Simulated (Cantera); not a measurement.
Input (Python, Cantera):

```python
import numpy as np
import cantera as ct

gas = ct.Solution("gri30.yaml")
gas.TP = 300, 160000
flame = ct.CounterflowDiffusionFlame(gas, width=0.02)
flame.fuel_inlet.X, flame.fuel_inlet.T = {'CH4': 1, 'C2H6': 0.99}, 473
flame.oxidizer_inlet.X, flame.oxidizer_inlet.T = {'O2': 0.21, 'N2': 0.79}, 475
flame.set_refine_criteria(ratio=3, slope=0.12, curve=0.24, prune=0.03)
show = ['OH', 'H', 'NO', 'CO', 'C2H2']

rows = []
print(f"{'mdot':>8s}{'a_max':>10s}{'a_mean':>10s}{'Tmax/K':>9s}" + "".join(f"{s:>11s}" for s in show) + "   (peak mole fractions)")
for i, mdot in enumerate([0.4, 0.51, 0.64, 0.82, 1, 1.3, 1.7, 2.1, 2.7]):  # kg/m2/s on the oxidiser side
    flame.oxidizer_inlet.mdot, flame.fuel_inlet.mdot = mdot, 0.92 * mdot
    flame.solve(loglevel=0, auto=(i == 0))
    if flame.T.max() < max(473, 475) + 100:
        print(f"{mdot:8.3g}  no burning solution found from the previous one")
        break
    dT = np.abs(np.gradient(flame.T, flame.grid))
    rows.append([flame.strain_rate("max"), flame.strain_rate("mean"), flame.T.max(),
                 *(flame.X[gas.species_index(s)].max() for s in show), max(dT[0], dT[-1]) / dT.max()])
    print(f"{mdot:8.3g}{rows[-1][0]:10.1f}{rows[-1][1]:10.1f}{rows[-1][2]:9.1f}" + "".join(f"{x:11.3e}" for x in rows[-1][3:-1]))
```

It prints:

```
    mdot     a_max    a_mean   Tmax/K         OH          H         NO         CO       C2H2   (peak mole fractions)
     0.4     198.4      36.8   2153.3  7.490e-03  3.267e-03  2.966e-04  5.540e-02  3.153e-02
    0.51     248.2      46.9   2141.3  7.549e-03  3.431e-03  2.838e-04  5.504e-02  3.046e-02
    0.64     306.5      58.8   2130.3  7.611e-03  3.589e-03  2.714e-04  5.482e-02  2.945e-02
    0.82     386.1      75.4   2118.0  7.648e-03  3.765e-03  2.569e-04  5.467e-02  2.836e-02
       1     464.6      91.9   2108.2  7.674e-03  3.911e-03  2.447e-04  5.463e-02  2.748e-02
     1.3     593.4     119.5   2095.0  7.690e-03  4.107e-03  2.273e-04  5.469e-02  2.628e-02
     1.7     761.6     156.2   2079.9  7.654e-03  4.297e-03  2.074e-04  5.481e-02  2.496e-02
     2.1     925.6     193.0   2066.7  7.583e-03  4.428e-03  1.903e-04  5.496e-02  2.385e-02
     2.7    1167.9     248.1   2049.4  7.451e-03  4.561e-03  1.684e-04  5.521e-02  2.246e-02
```

Detailed kinetics in Cantera: GRI-Mech 3.0 (53 species, 325 reactions). GRI-Mech 3.0 has no aromatics or soot, which form on the fuel side of real flames. The maximum strain rate includes the flame's own expansion and is several times the mean.
